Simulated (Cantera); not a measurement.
Input (Python, Cantera):

```python
import numpy as np
import cantera as ct

gas = ct.Solution("h2o2.yaml")
gas.TPX = 425, 130000, {'H2': 1, 'O2': 0.455, 'N2': 1.71}
flame = ct.FreeFlame(gas, width=0.033)
flame.set_refine_criteria(ratio=3, slope=0.08, curve=0.16)
flame.transport_model = "mixture-averaged"
flame.solve(loglevel=0, auto=True)
z, T = flame.grid, flame.T
thick = (T[-1] - T[0]) / np.gradient(T, z).max()
show = ['H2', 'O2', 'H', 'H2O', 'OH', 'HO2']
print(f"laminar burning velocity  {flame.velocity[0] * 100:.3f} cm/s")
print(f"burnt temperature         {T[-1]:.1f} K")
print(f"thermal thickness         {thick * 1e3:.4f} mm")
print(f"grid points               {len(z)}")
z0 = z[flame.heat_release_rate.argmax()]
print(f"{'z/mm':>9s}{'T/K':>9s}{'u/(m/s)':>9s}" + "".join(f"{s:>11s}" for s in show))
rows = []
for k in (-3, -2, -1.5, -1, -0.5, -0.25, 0, 0.25, 0.5, 1, 2, 4, 8):
    zz = z0 + k * thick
    rows.append([k * thick, np.interp(zz, z, T), np.interp(zz, z, flame.velocity),
                 *(np.interp(zz, z, flame.X[gas.species_index(s)]) for s in show)])
    print(f"{rows[-1][0] * 1e3:9.3f}{rows[-1][1]:9.1f}{rows[-1][2]:9.3f}" + "".join(f"{x:11.3e}" for x in rows[-1][3:]))
```

Output:

```
laminar burning velocity  444.569 cm/s
burnt temperature         2478.2 K
thermal thickness         0.2882 mm
grid points               115
     z/mm      T/K  u/(m/s)         H2         O2          H        H2O         OH        HO2
   -0.865    425.0    4.446  3.160e-01  1.438e-01  6.534e-17  7.364e-13  2.206e-16  1.228e-13
   -0.576    425.0    4.446  3.160e-01  1.438e-01  8.109e-15  1.108e-10  2.695e-14  2.161e-11
   -0.432    425.0    4.446  3.159e-01  1.438e-01  2.491e-13  4.245e-09  8.145e-13  1.017e-09
   -0.288    425.0    4.445  3.158e-01  1.438e-01  1.794e-11  1.318e-07  4.340e-11  3.839e-08
   -0.144    437.9    4.548  3.104e-01  1.447e-01  6.647e-06  2.963e-04  9.345e-06  1.141e-04
   -0.072    702.8    7.063  2.714e-01  1.404e-01  3.489e-03  2.057e-02  1.102e-03  3.611e-04
    0.000   1198.3   11.618  1.740e-01  1.033e-01  2.885e-02  1.063e-01  3.015e-03  1.268e-04
    0.072   1532.0   14.671  8.739e-02  4.689e-02  5.172e-02  2.074e-01  8.627e-03  5.009e-05
    0.144   1695.3   16.126  6.139e-02  2.574e-02  5.258e-02  2.442e-01  1.234e-02  2.483e-05
    0.288   1858.3   17.511  5.606e-02  1.826e-02  4.243e-02  2.600e-01  1.490e-02  1.497e-05
    0.576   2021.2   18.838  5.422e-02  1.432e-02  3.035e-02  2.725e-01  1.585e-02  9.695e-06
    1.153   2170.0   20.005  5.051e-02  1.059e-02  2.025e-02  2.861e-01  1.527e-02  5.989e-06
    2.306   2295.0   20.955  4.561e-02  7.229e-03  1.275e-02  2.996e-01  1.338e-02  3.534e-06
```

Detailed kinetics in Cantera: the H2/O2 subset of GRI-Mech 3.0, which has no nitrogen chemistry. Burning velocities carry a grid error of a few per cent, more on coarse grids.
